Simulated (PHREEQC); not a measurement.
Dissolve 0.005 mol/kgw KI at 25 °C. Closed to the air; pH follows from the charge balance.

Computed with PHREEQC (ion-association model, wateq4f.dat).

ionic strength: 0.00500 mol/kgw

```csv
species,molality,activity,log γ
I-,0.00500,0.00464,-0.033
K+,0.00500,0.00463,-0.033
H+,1.08e-7,1.01e-7,-0.030
OH-,1.08e-7,9.96e-8,-0.033
```

No solid was allowed to form.
